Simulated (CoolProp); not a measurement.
Properties of carbon dioxide along the isotherm 230.9 K (Tc = 304.1 K, pc = 73.77 bar, ω = 0.224).

Computed with CoolProp (reference Helmholtz-energy equation of state, Span 1996).

```
p (bar)   phase  cp (kJ/(kg K))  speed of sound (m/s)  isothermal compressibility (1/MPa)  expansivity (1/kK)  conductivity (mW/(m K))
-------  ------  --------------  --------------------  ----------------------------------  ------------------  -----------------------
0.35        gas          0.7764                 239.9                               28.69               4.390                     11.7
0.545       gas          0.7800                 239.6                               18.47               4.423                     11.7
0.848       gas          0.7858                 239.1                               11.91               4.476                     11.7
1.32        gas          0.7949                 238.3                               7.696               4.560                     11.7
2.06        gas          0.8098                 237.1                               4.978               4.699                     11.8
3.2         gas          0.8344                 235.1                               3.254               4.930                     11.9
4.99        gas          0.8778                 231.9                               2.142               5.340                     12.0
7.77        gas          0.9602                 226.6                               1.444               6.134                     12.3
12.1     liquid           1.998                 874.6                            0.002427               3.512                      160
18.8     liquid           1.991                 879.2                            0.002387               3.473                      160
29.3     liquid           1.981                 886.3                            0.002328               3.415                      161
45.6     liquid           1.966                 897.0                            0.002243               3.330                      163
71.1     liquid           1.944                 913.3                            0.002122               3.209                      165
111      liquid           1.915                 937.7                            0.001960               3.045                      168
```

Thermal conductivity comes from a separate model (Huber 2016).
